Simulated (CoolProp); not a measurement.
R141b along the isotherm 226.85 °C: Z from the reference equation and from simpler models built on Tc = 204.4 °C, pc = 4212 kPa, ω = 0.220; each cubic takes its own stable root.

The numbers come from the reference Helmholtz-energy equation of state, Lemmon 2006 in CoolProp. It is a short technical equation, of lower accuracy than the large ones.

```tsv
p (kPa)	phase	reference
1400	gas	0.8995
2810	gas	0.7760
4210	gas	0.6102
5620	supercritical	0.3534
7020	supercritical	0.3067
8420	supercritical	0.3327
9830	supercritical	0.3673
11200	supercritical	0.4030
12600	supercritical	0.4400
14000	supercritical	0.4772
15400	supercritical	0.5144
16800	supercritical	0.5513
18300	supercritical	0.5906
19700	supercritical	0.6271
21100	supercritical	0.6633
```

Q: How far does each simpler model (van der Waals, Redlich-Kwong, Soave-Redlich-Kwong, Peng-Robinson) lie from the reference over these 15 states: mean and median of the absolute difference, and the worst?

A: 
- van der Waals: mean 24.7 %, median 33.5 %, worst +34.0 % at 226.85 °C and 21100 kPa
- Redlich-Kwong: mean 7.7 %, median 8.3 %, worst +13.8 % at 226.85 °C and 7020 kPa
- Soave-Redlich-Kwong: mean 9.8 %, median 10.2 %, worst +18.7 % at 226.85 °C and 7020 kPa
- Peng-Robinson: mean 3.1 %, median 2.5 %, worst +8.9 % at 226.85 °C and 7020 kPa
